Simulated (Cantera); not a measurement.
Input: 1 mol SiCl4, 1100 mol H2, at 133 Pa.

Equilibrium computed with Cantera from the NASA thermochemical tables; the gas is ideal and each condensed phase is pure. Candidate condensed phases: Si; 19 gas species. The tables' values for SiCl are old estimates; treat these amounts as uncertain. Gases not in the tables: Si2H6 and higher silanes. Rates play no part.

x: gas mole fraction; n: condensed amount in mol.

| T (K) | x H2 | x H | x HCl | x Si | x Cl | x SiCl2 | x SiH | n Si(s) |
|---|---|---|---|---|---|---|---|---|
| 1250 | 0.996 | 1.32e-5 | 0.00357 | 6.23e-9 | 4.04e-8 | 3.21e-5 | 2.50e-9 | 0.964 |
| 1350 | 0.996 | [?] | 0.00356 | [?] | [?] | [?] | [?] | 0.960 |
| 1450 | 0.996 | 0.000259 | 0.00355 | 2.31e-6 | 7.50e-7 | 3.90e-5 | 3.34e-7 | 0.953 |
| 1550 | 0.996 | [?] | 0.00354 | [?] | [?] | 4.20e-5 | [?] | 0.919 |
| 1650 | 0.994 | 0.00248 | 0.00352 | 0.000201 | 6.89e-6 | 4.44e-5 | 1.34e-5 | 0.696 |
| 1750 | 0.989 | 0.00634 | 0.00353 | 0.000801 | 1.74e-5 | 2.97e-5 | 3.85e-5 | 0 |
| 1850 | 0.981 | 0.0146 | 0.00354 | 0.000847 | 4.01e-5 | 6.46e-6 | 3.04e-5 | 0 |
| 1950 | 0.965 | 0.0308 | 0.00348 | 0.000859 | 8.34e-5 | 1.53e-6 | 2.36e-5 | 0 |
| 2050 | 0.936 | 0.0601 | 0.00335 | 0.000856 | 0.000159 | 4.02e-7 | 1.83e-5 | 0 |
| 2150 | 0.887 | 0.109 | 0.00314 | 0.000840 | 0.000282 | 1.13e-7 | 1.41e-5 | 0 |
| 2250 | 0.813 | 0.183 | 0.00283 | 0.000811 | 0.000462 | 3.31e-8 | 1.07e-5 | 0 |
| 2350 | 0.709 | 0.288 | 0.00240 | 0.000767 | 0.000699 | 9.72e-9 | 7.94e-6 | 0 |

**Question.** What belongs in the gaps?

**Answer.** 
- 1350, x H: 6.52e-5
- 1350, x Si: 1.50e-7
- 1350, x Cl: 1.94e-7
- 1350, x SiCl2: 3.57e-5
- 1350, x SiH: 3.48e-8
- 1550, x H: 0.000861
- 1550, x Si: 2.49e-5
- 1550, x Cl: 2.44e-6
- 1550, x SiH: 2.39e-6
